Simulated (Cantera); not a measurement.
Input: 1 mol SiO2, 0.83 mol CH4, 6.8 mol H2, equilibrated at 4.60 bar.

Cantera equilibrium calculation (NASA polynomials, part measured and part estimated; ideal gas, pure solids and liquids). Candidate condensed phases: C, C6H6, C7H8, C8H18, H2O, Si, SiC, SiO2; 123 gas species. Mutual solubility and eutectic melting of coexisting phases are not modelled. The tables hold silica as quartz up to 1696 K and as liquid above; real silica turns to tridymite and cristobalite and melts near 1996 K. Gases not in the tables: Si2H6 and higher silanes. Equilibrium is a limit: real reactors are often held back by kinetics, nucleation or transport.

Over these rows the condensed part is SiC(s) + SiO2(condensed). Partial pressures as log10 of bar:

| T (K) | 1000/T (1/K) | log p SiO | log p H2 | log p CO |
|---|---|---|---|---|
| 1700 | 0.5882 | -2.77 | 0.63 | -0.56 |
| 1750 | 0.5714 | -2.36 | 0.63 | -0.56 |
| 1800 | 0.5556 | -1.98 | 0.63 | -0.55 |
| 1850 | 0.5405 | -1.62 | 0.63 | -0.54 |
| 1900 | 0.5263 | ? | 0.63 | -0.53 |
| 1950 | 0.5128 | -0.96 | 0.62 | -0.51 |

### Question
Fit log p(SiO) = a + b·(1000/T) to the five rows, give the apparent enthalpy, and predict the row at 1900 K.

### Answer
Means: 1000/T = 0.5537, log p = -1.938. Sxy = -0.080451, Sxx = 0.0033542, so b = -23.99 and a = -1.938 − (-23.99)×0.5537 = 11.35.
Apparent enthalpy: −19.145 × (-23.99) = 459 kJ/mol. With the condensed phases at unit activity, 1/3 SiC(s) + 2/3 SiO2(condensed) = SiO(g) + 1/3 CO(g) links this pressure to the main gases: over the six rows their terms move log p by -0.02 in all, so the slope is close to that reaction's ΔH°. The five rows lie within 0.01 of the line.
Prediction at 1900 K: 11.35 + (-23.99)×0.5263 = -1.28. The computed value is -1.28, 0.00 from the line.
